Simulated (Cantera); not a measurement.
Feed: 1 mol Si, 2.3 mol NF3, 34 mol N2, equilibrated at 30.0 Pa.

Equilibrium computed with Cantera from the NASA thermochemical tables; the gas is ideal and each condensed phase is pure. Candidate condensed phases: Si, Si3N4; 16 gas species. Kinetics and transport are ignored.

log p: log10 of the partial pressure in bar; nothing condenses.

```csv
T (K),log p N2,log p F,log p F2,log p SiF4,log p NF3,log p NF2
675,-3.55,-5.57,-5.02,-5.10,___,-12.04
725,-3.56,-5.18,-5.09,-5.10,___,-11.94
775,-3.56,-4.90,-5.30,-5.11,___,-11.99
825,-3.57,-4.74,-5.65,-5.11,___,-12.21
875,-3.57,-4.68,-6.12,-5.11,___,-12.55
925,-3.57,-4.66,-6.61,-5.11,___,-12.93
975,-3.57,-4.66,-7.07,-5.11,___,-13.29
1025,-3.57,-4.65,-7.50,-5.11,___,-13.63
1075,-3.57,-4.65,-7.89,-5.11,___,-13.94
```

Task: Complete the blanks.

Result: 
- 675, log p NF3: -6.41
- 725, log p NF3: -7.23
- 775, log p NF3: -8.14
- 825, log p NF3: -9.21
- 875, log p NF3: -10.39
- 925, log p NF3: -11.54
- 975, log p NF3: -12.61
- 1025, log p NF3: -13.59
- 1075, log p NF3: -14.48
